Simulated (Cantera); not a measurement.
What does this Cantera script print?

```python
import numpy as np
import cantera as ct

gas_names = """
    H H2 N NH NH2 NH3 N2 N2H2 N2H4 Si SiH SiH2 SiH3 SiH4 SiN Si2 Si2N Si3
""".split()
cond_names = """
    Si(cr) Si(L) Si3N4(a)
""".split()


def load(file, names, dense=False):
    # The tables refer to 1 bar. Condensed volumes are neglected.
    table = {s.name: s for s in ct.Species.list_from_file(file)}
    out = []
    for n in names:
        d = dict(table[n].input_data)
        d["thermo"] = dict(d["thermo"], **{"reference-pressure": 1e5})
        if dense:
            d["equation-of-state"] = {"model": "constant-volume", "density": "1e6 g/cm^3"}
        out.append(ct.Species.from_dict(d))
    return out


gas = ct.Solution(thermo="ideal-gas", species=load("nasa_gas.yaml", gas_names))
cond = {s.name: ct.Solution(thermo="fixed-stoichiometry", species=[s], name=s.name)
        for s in load("nasa_condensed.yaml", cond_names, dense=True)}
atoms = {
    'Si3N4': {'Si': 3, 'N': 4},
    'Si': {'Si': 1},
    'H2': {'H': 2},
}
top_T = {'Si3N4(a)': 2400}  # K; cautious upper limits of use, not melting points


def equilibrate(T, P, feed):
    n = {}
    for name, mol in feed.items():
        for a, k in atoms[name].items():
            n[a] = n.get(a, 0.0) + k * mol
    gas.TPX = T, P, n
    mass = sum(n.values()) * gas.mean_molecular_weight
    gas.equilibrate("TP")
    valid = [c for c in cond.values() if c.min_temp <= T <= top_T.get(c.name, c.max_temp)]
    mix = ct.Mixture([(gas, mass / gas.mean_molecular_weight)] + [(c, 0.0) for c in valid])
    mix.T, mix.P = T, P
    mix.equilibrate("TP", solver="vcs", rtol=1e-11, max_steps=5000)
    return mix


results = []
feed = {'Si3N4': 1, 'Si': 0.44, 'H2': 1}  # mol
P = 15000  # Pa
for T in [1698, 1798, 1898, 1998, 2098, 2198, 2298, 2398, 2498, 2598, 2698, 2798, 2898]:
    mix = equilibrate(T, P, feed)
    results.append((T, P, feed, dict(zip(mix.species_names, mix.species_moles))))

top = {s: max(r[3][s] / sum(r[3][g] for g in gas_names) for r in results) for s in gas_names}
cols = sorted((s for s in top if top[s] > 0.001), key=lambda s: -top[s])[:7]
seen = [c for c in cond_names if any(r[3].get(c, 0) > 1e-12 for r in results)]
print("log10 of partial pressures in bar; condensed amounts in mol")
print(f"{'T/K':>10s}" + "".join(f"{s[:9]:>10s}" for s in cols + seen))
for T, P, feed, n in results:
    ng = sum(n[g] for g in gas_names)
    print(f"{T:10.4g}" + "".join(f"{np.log10(max(n[s] / ng * P / 1e5, 1e-99)):10.3f}" for s in cols)
          + "".join(f"{n.get(c, 0):10.4g}" for c in seen))
```

Result:

```
log10 of partial pressures in bar; condensed amounts in mol
       T/K        H2        N2        Si         H       Si2       SiH       SiN     Si(L)  Si3N4(a)
      1698    -0.828    -2.823    -6.183    -4.254    -8.544    -6.404    -7.809    0.4552    0.9949
      1798    -0.850    -2.069    -5.511    -3.878    -7.732    -5.876    -6.897    0.5303    0.9699
      1898    -0.960    -1.398    -4.911    -3.587    -7.008    -5.450    -6.083    0.9862    0.8178
      1998    -1.303    -1.001    -4.371    -3.446    -6.358    -5.189    -5.454     3.439         0
      2098    -1.306    -1.001    -3.884    -3.165    -5.771    -4.801    -5.066     3.436         0
      2198    -1.310    -1.003    -3.442    -2.909    -5.239    -4.449    -4.714      3.43         0
      2298    -1.317    -1.006    -3.038    -2.677    -4.754    -4.130    -4.394     3.416         0
      2398    -1.329    -1.012    -2.669    -2.467    -4.311    -3.842    -4.102     3.385         0
      2498    -1.350    -1.024    -2.330    -2.279    -3.905    -3.582    -3.837      3.32         0
      2598    -1.386    -1.045    -2.017    -2.112    -3.531    -3.351    -3.598     3.185         0
      2698    -1.447    -1.083    -1.728    -1.972    -3.185    -3.151    -3.386     2.906         0
      2798    -1.554    -1.154    -1.460    -1.867    -2.865    -2.991    -3.208     2.288         0
      2898    -1.762    -1.299    -1.211    -1.823    -2.568    -2.898    -3.080    0.6343         0
```

These are equilibrium values from Cantera (NASA tables, ideal gas, pure condensed phases), not measurements of a reactor. Mutual solubility and eutectic melting of coexisting phases are not modelled. The tables' values for SiN are old estimates; treat these amounts as uncertain. Gases not in the tables: Si2H6 and higher silanes.
